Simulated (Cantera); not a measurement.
## Equilibrium for oxide etching and cleaning by halides: SiO₂ + F₂ + H₂

Feed: 1 mol SiO₂, 1 mol F₂, 17 mol H₂, held at 998 K and 1.40 Pa.

Cantera equilibrium calculation (NASA polynomials, part measured and part estimated; ideal gas, pure solids and liquids). Candidate condensed phases: H₂O, Si, SiO₂; 38 gas species. Kinetics and transport are ignored.

```
Quantity                             Result
--------------------------------  ---------
x(H₂)                                 0.890
x(HF)                                 0.106
x(H₂O)                              0.00255
x(SiF₄)                             0.00128
n(SiO₂(β-quartz))                 0.977 mol
gas amount                        17.98 mol
log10 activity of Si(s) (absent)     -12.98
```
